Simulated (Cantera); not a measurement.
Charge: 1 mol CH₃SiH₃, 0.012 mol C₂H₄, 130 mol H₂, 0.067 mol CH₄, equilibrated at 1150 °C and 1.00 bar.

These are equilibrium values from Cantera (NASA tables, ideal gas, pure condensed phases), not measurements of a reactor. The feed counts by its element totals alone. Rates play no part.

```
species             before    after
----------------  --------  -------
H₂                   0.999    1.000
H                  6.64e-6  5.75e-5
CH₄               0.000683  5.08e-5
SiC(s), mol          1.000    1.000
C(graphite), mol         0   0.0833
```
Gas species are given as mole fractions.

Problem. Which change was made?
(A) temperature from 1150 °C to 2125 °C
(B) temperature from 1150 °C to 1850 °C
(C) pressure from 1.00 bar to 13.3 mbar
(D) temperature from 1150 °C to 2050 °C

Solution. C, pressure from 1.00 bar to 13.3 mbar
